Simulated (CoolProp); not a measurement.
A closed Brayton cycle with carbon dioxide: compressor inlet 308.15 K and 8.1 MPa, high pressure 27.7 MPa, turbine inlet 920 K, compressor efficiency 0.8, turbine efficiency 0.9, recuperator effectiveness 0 (on enthalpy, no pinch check). Each further row changes one setting.

Computed with CoolProp (reference Helmholtz-energy equation of state, Span 1996).

| case | thermal efficiency (%) | net work (kJ/kg) | compressor to turbine work | compressor exit (K) | turbine exit (K) |
|---|---|---|---|---|---|
| as stated | 17.8 | 139 | 0.22 | 362.7 | 764.3 |
| turbine inlet 870 K | 17.9 | … | … | 362.7 | … |
| compressor inlet 318.15 K | 17.1 | 114 | 0.36 | … | 764.3 |
| high pressure 23.5 MPa | … | … | … | 354.6 | 784.3 |
| recuperator effectiveness 0.5 | 25.5 | 139 | 0.22 | 362.7 | 764.3 |

Problem. Complete the blanks.

Solution. 
- turbine inlet 870 K, net work (kJ/kg): 128
- turbine inlet 870 K, compressor to turbine work: 0.24
- turbine inlet 870 K, turbine exit (K): 719.7
- compressor inlet 318.15 K, compressor exit (K): 417.5
- high pressure 23.5 MPa, thermal efficiency (%): 15.8
- high pressure 23.5 MPa, net work (kJ/kg): 124
- high pressure 23.5 MPa, compressor to turbine work: 0.21
